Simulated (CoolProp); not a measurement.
A closed Brayton cycle with carbon dioxide: compressor inlet 324.15 K and 9.4 MPa, high pressure 29 MPa, turbine inlet 805 K, compressor efficiency 0.89, turbine efficiency 0.93, recuperator effectiveness 0.8 (on enthalpy, no pinch check). Each further row changes one setting.

Model: reference Helmholtz-energy equation of state, Span 1996, in CoolProp.

```
case                           thermal efficiency (%)  net work (kJ/kg)  compressor to turbine work  compressor exit (K)  turbine exit (K)
-----------------------------  ----------------------  ----------------  --------------------------  -------------------  ----------------
as stated                                        31.8              96.6                        0.34                405.1             668.2
turbine inlet 755 K                              30.4              85.8                        0.37                405.1             623.1
compressor inlet 334.15 K                        30.7              87.5                        0.40                427.3             668.2
high pressure 24.6 MPa                           30.3              86.2                        0.32                393.1             687.5
recuperator effectiveness 0.5                    24.4              96.6                        0.34                405.1             668.2
```
